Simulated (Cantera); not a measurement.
An isothermal plug-flow reactor at 1075 K and 0.987 atm (inlet), inlet velocity 0.17 m/s, active area per volume 160 1/m; feed 0.552 % CH4, 12.2 % O2, 87.3 % N2, equivalence ratio 0.091.

Detailed kinetics in Cantera: Deutschmann's 1995 Pt surface mechanism with GRI-Mech 3.0 gas chemistry. Catalytic surfaces can have several steady states; this one follows from the mechanism file's or the stated starting coverage. Mass transfer to the wall is taken as infinitely fast.

x: gas mole fraction; θ: surface coverage.

```json
[
 {"z (m)": "9.2e-05", "x CH4": "0.00546", "x O2": "0.121", "x H2O": "0.000139", "x CO2": "6.60e-5", "x CO": "___", "θ free Pt": "0.269", "θ O*": "0.731", "θ OH*": "0.000235"},
 {"z (m)": "0.00016", "x CH4": "0.00540", "x O2": "0.121", "x H2O": "0.000241", "x CO2": "0.000116", "x CO": "3.80e-6", "θ free Pt": "0.269", "θ O*": "0.731", "θ OH*": "0.000282"},
 {"z (m)": "0.00029", "x CH4": "0.00531", "x O2": "0.121", "x H2O": "0.000432", "x CO2": "0.000212", "x CO": "3.82e-6", "θ free Pt": "0.269", "θ O*": "0.731", "θ OH*": "0.000355"},
 {"z (m)": "0.00052", "x CH4": "0.00514", "x O2": "0.121", "x H2O": "0.000764", "x CO2": "0.000378", "x CO": "3.71e-6", "θ free Pt": "0.269", "θ O*": "0.730", "θ OH*": "0.000454"},
 {"z (m)": "0.00092", "x CH4": "0.00486", "x O2": "0.120", "x H2O": "0.00132", "x CO2": "0.000653", "x CO": "3.51e-6", "θ free Pt": "0.269", "θ O*": "0.730", "θ OH*": "0.000583"},
 {"z (m)": "0.0016", "x CH4": "0.00442", "x O2": "0.119", "x H2O": "0.00219", "x CO2": "0.00109", "x CO": "___", "θ free Pt": "0.270", "θ O*": "0.730", "θ OH*": "0.000743"},
 {"z (m)": "0.0029", "x CH4": "0.00368", "x O2": "0.118", "x H2O": "0.00366", "x CO2": "0.00182", "x CO": "___", "θ free Pt": "0.270", "θ O*": "0.729", "θ OH*": "0.000953"},
 {"z (m)": "0.0052", "x CH4": "0.00264", "x O2": "0.116", "x H2O": "0.00569", "x CO2": "0.00282", "x CO": "___", "θ free Pt": "0.271", "θ O*": "0.728", "θ OH*": "0.00118"},
 {"z (m)": "0.0092", "x CH4": "0.00144", "x O2": "0.114", "x H2O": "0.00802", "x CO2": "0.00396", "x CO": "___", "θ free Pt": "0.271", "θ O*": "0.727", "θ OH*": "0.00140"}
]
```

What belongs in the gaps?


- 9.2e-05, x CO: 3.46e-6
- 0.0016, x CO: 3.20e-6
- 0.0029, x CO: 2.69e-6
- 0.0052, x CO: 2.02e-6
- 0.0092, x CO: 1.56e-6
